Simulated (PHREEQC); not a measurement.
Dissolve 0.017 mol/kgw NaBr at 25 °C. Closed to the air; pH follows from the charge balance.

All values are PHREEQC results (ion-association model, phreeqc.dat), not measurements.

```json
{
 "ionic_strength": "0.0170 mol/kgw",
 "specific_conductance": "1950 µS/cm"
}
```

| species | molality | activity | log γ |
|---|---|---|---|
| Br- | 0.0170 | 0.0148 | -0.059 |
| Na+ | 0.0170 | 0.0150 | -0.055 |
| H+ | 1.14e-7 | 1.02e-7 | -0.048 |
| OH- | 1.14e-7 | 9.94e-8 | -0.058 |

Precipitation was switched off in this run.
